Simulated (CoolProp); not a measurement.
Nitrogen at 496.18 K and 0.655 MPa is throttled through a valve to 0.193 MPa with no heat exchange. Each further row changes one setting.

Model: reference Helmholtz-energy equation of state, Span 2000, in CoolProp.

```
case                        final density (kg/m³)
--------------------------  ---------------------
as stated                                       ?
outlet pressure 0.0579 MPa                      ?
outlet pressure 0.251 MPa                       ?
```

Question: Complete the blanks.

Answer: 
- as stated, final density (kg/m³): 1.31
- outlet pressure 0.0579 MPa, final density (kg/m³): 0.393
- outlet pressure 0.251 MPa, final density (kg/m³): 1.70
